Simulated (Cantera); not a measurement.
Cantera run:

```python
import numpy as np
import cantera as ct

gas_names = """
    H2 CL2 HCL FeCL3 PbCL2 AL2CL6
""".split()
cond_names = """
    Cs(cr) Cs(L) CsCL(a) CsCL(b) CsCL(L) Fe(a) Fe(c) Fe(d) Fe(L) Pb(cr) Pb(L) AL(cr) AL(L)
""".split()


# ... load() reads the species with a 1 bar reference pressure and builds the phases ...
species = {s.name: s for s in load("nasa_gas.yaml", gas_names) + load("nasa_condensed.yaml", cond_names)}
# Each term lists the table entries of one substance; the one whose range holds T is used.
reactions = {
    'H2(g) + Cl2(g) = 2 HCl(g)':
        [(-1, ['H2']), (-1, ['CL2']), (2, ['HCL'])],
    '2 Cs + Cl2(g) = 2 CsCl':
        [(-2, ['Cs(cr)', 'Cs(L)']), (-1, ['CL2']), (2, ['CsCL(a)', 'CsCL(b)', 'CsCL(L)'])],
    '0.6667 Fe + Cl2(g) = 0.6667 FeCl3(g)':
        [(-0.6666666666666666, ['Fe(a)', 'Fe(c)', 'Fe(d)', 'Fe(L)']), (-1, ['CL2']), (0.6666666666666666, ['FeCL3'])],
    'Pb + Cl2(g) = PbCl2(g)':
        [(-1, ['Pb(cr)', 'Pb(L)']), (-1, ['CL2']), (1, ['PbCL2'])],
    '0.6667 Al + Cl2(g) = 0.3333 Al2Cl6(g)':
        [(-0.6666666666666666, ['AL(cr)', 'AL(L)']), (-1, ['CL2']), (0.3333333333333333, ['AL2CL6'])],
}


def pick(names, T):
    return next(species[n] for n in names if species[n].thermo.min_temp <= T <= species[n].thermo.max_temp)


results = []
for label, terms in reactions.items():
    print(label)
    print("     T/K   dH/kJ  dS/(J/K)   dG/kJ   log10 K")
    for T in [998, 1098, 1198, 1298]:
        used = [(nu, pick(names, T)) for nu, names in terms]
        dH = sum(nu * s.thermo.h(T) for nu, s in used) / 1e6
        dS = sum(nu * s.thermo.s(T) for nu, s in used) / 1e3
        dG = dH - T * dS / 1e3
        logK = -dG * 1e6 / (ct.gas_constant * T * np.log(10))
        results.append((label, T, dH, dS, dG, logK, [s.name for _, s in used]))
        print(f"{T:8g} {dH:8.1f} {dS:8.1f} {dG:8.1f} {logK:8.2f}")
```

Result:

```
H2(g) + Cl2(g) = 2 HCl(g)
     T/K   dH/kJ  dS/(J/K)   dG/kJ   log10 K
     998   -188.8     12.8   -201.5    10.55
    1098   -189.2     12.4   -202.8     9.65
    1198   -189.5     12.1   -204.0     8.90
    1298   -189.8     11.9   -205.2     8.26
2 Cs + Cl2(g) = 2 CsCl
     T/K   dH/kJ  dS/(J/K)   dG/kJ   log10 K
     998   -832.7   -134.8   -698.2    36.54
    1098   -827.0   -129.4   -685.0    32.59
    1198   -821.7   -124.7   -672.3    29.31
    1298   -816.6   -120.6   -660.0    26.56
0.6667 Fe + Cl2(g) = 0.6667 FeCl3(g)
     T/K   dH/kJ  dS/(J/K)   dG/kJ   log10 K
     998   -172.3    -16.3   -156.0     8.17
    1098   -174.8    -18.7   -154.3     7.34
    1198   -176.2    -19.9   -152.3     6.64
    1298   -176.7    -20.3   -150.3     6.05
Pb + Cl2(g) = PbCl2(g)
     T/K   dH/kJ  dS/(J/K)   dG/kJ   log10 K
     998   -184.8     11.6   -196.4    10.28
    1098   -185.6     10.8   -197.5     9.40
    1198   -186.5     10.1   -198.6     8.66
    1298   -187.3      9.4   -199.5     8.03
0.6667 Al + Cl2(g) = 0.3333 Al2Cl6(g)
     T/K   dH/kJ  dS/(J/K)   dG/kJ   log10 K
     998   -437.3    -87.8   -349.6    18.30
    1098   -437.1    -87.7   -340.8    16.21
    1198   -436.9    -87.5   -332.1    14.48
    1298   -436.8    -87.4   -323.3    13.01
```

Source: NASA polynomial tables (part measured, part estimated), evaluated in Cantera. Condensed species are held in their standard states even where they would react or evaporate.
